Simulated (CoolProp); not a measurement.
Vapour-liquid equilibrium of CHF3 (R23) (1) + sulfur hexafluoride (2) at 1.08 MPa; x and y are mole fractions of (1).

Values from CoolProp's multi-fluid Helmholtz-energy mixture model, Penoncello 2003 and Guder 2009; pair parameters Bell 2016.

```json
[
 {"x": "0.05", "bubble temperature (°C)": "-10.8", "y at the bubble point": "0.160", "dew temperature at overall composition x (°C)": "-7.0", "liquid density (mol/L)": "11.25"},
 {"x": "0.125", "bubble temperature (°C)": "-16.7", "y at the bubble point": "0.321", "dew temperature at overall composition x (°C)": "-9.6", "liquid density (mol/L)": "11.67"},
 {"x": "0.2", "bubble temperature (°C)": "-20.5", "y at the bubble point": "0.423", "dew temperature at overall composition x (°C)": "-12.3", "liquid density (mol/L)": "12.04"},
 {"x": "0.275", "bubble temperature (°C)": "-23.0", "y at the bubble point": "0.493", "dew temperature at overall composition x (°C)": "-15.0", "liquid density (mol/L)": "12.39"},
 {"x": "0.35", "bubble temperature (°C)": "-24.8", "y at the bubble point": "0.546", "dew temperature at overall composition x (°C)": "-17.8", "liquid density (mol/L)": "12.74"},
 {"x": "0.425", "bubble temperature (°C)": "-26.1", "y at the bubble point": "0.590", "dew temperature at overall composition x (°C)": "-20.6", "liquid density (mol/L)": "13.11"},
 {"x": "0.5", "bubble temperature (°C)": "-27.1", "y at the bubble point": "0.630", "dew temperature at overall composition x (°C)": "-23.3", "liquid density (mol/L)": "13.50"},
 {"x": "0.575", "bubble temperature (°C)": "-27.8", "y at the bubble point": "0.669", "dew temperature at overall composition x (°C)": "-25.7", "liquid density (mol/L)": "13.94"},
 {"x": "0.65", "bubble temperature (°C)": "-28.4", "y at the bubble point": "0.709", "dew temperature at overall composition x (°C)": "-27.5", "liquid density (mol/L)": "14.42"},
 {"x": "0.725", "bubble temperature (°C)": "-28.8", "y at the bubble point": "0.753", "dew temperature at overall composition x (°C)": "-28.6", "liquid density (mol/L)": "14.94"},
 {"x": "0.8", "bubble temperature (°C)": "-29.0", "y at the bubble point": "0.804", "dew temperature at overall composition x (°C)": "-29.0", "liquid density (mol/L)": "15.52"},
 {"x": "0.875", "bubble temperature (°C)": "-28.9", "y at the bubble point": "0.864", "dew temperature at overall composition x (°C)": "-28.8", "liquid density (mol/L)": "16.14"},
 {"x": "0.95", "bubble temperature (°C)": "-28.5", "y at the bubble point": "0.939", "dew temperature at overall composition x (°C)": "-28.4", "liquid density (mol/L)": "16.81"}
]
```

y crosses x between x = 0.8 and 0.875: the model has an azeotrope there.

Pair parameters are fitted to limited data, so mixtures are less certain than the pure fluids.
